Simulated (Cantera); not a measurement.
Ignition delay

Mixture: 1.57 % C3H8, 12.3 % O2, 86.1 % N2, equivalence ratio 0.64, at 3.70 bar, adiabatic and at constant volume. Ignition delay is the time to a rise of 400 K.

Model: GRI-Mech 3.0 (53 species, 325 reactions), integrated in Cantera. GRI-Mech 3.0 was tuned for natural gas; its chemistry of propane as a main component is partial and can be far from experiment.

| T0 (K) | delay (ms) |
|---|---|
| 1100 | 33.5 |
| 1175 | 6.97 |
| 1250 | 1.62 |
| 1325 | 0.445 |
| 1400 | 0.148 |
| 1475 | 0.0587 |
| 1550 | 0.0277 |

```
Item                                                     Value
--------------------------------------------------  ----------
apparent activation energy between 1400 and 1550 K  200 kJ/mol
```
